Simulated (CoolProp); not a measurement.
Properties of R134a along the isobar 5.91 MPa (Tc = 374.2 K, pc = 4.059 MPa, ω = 0.327).

Values from CoolProp's reference Helmholtz-energy equation of state, Tillner-Roth 1994.

```
T (K)   phase  cp (kJ/(kg K))  expansivity (1/kK)  viscosity (µPa s)  fugacity coefficient
-----  ------  --------------  ------------------  -----------------  --------------------
240.5  liquid           1.254               1.981                444               0.01502
249.1  liquid           1.269               2.055                393               0.02212
257.8  liquid           1.284               2.139                349               0.03162
266.4  liquid           1.301               2.235                312               0.04369
275.1  liquid           1.319               2.348                280               0.05898
283.7  liquid           1.339               2.477                253               0.07744
292.4  liquid           1.361               2.631                228               0.09976
301    liquid           1.385               2.813                206                0.1256
309.7  liquid           1.413               3.035                187                0.1557
318.3  liquid           1.445               3.307                169                0.1893
327    liquid           1.484               3.652                152                0.2271
335.6  liquid           1.530               4.095                137                0.2680
344.3  liquid           1.589               4.698                122                0.3127
352.9  liquid           1.665               5.541                109                0.3597
```

Viscosity comes from a separate model (Huber 2003), an estimate that may be off by 10 % or more.
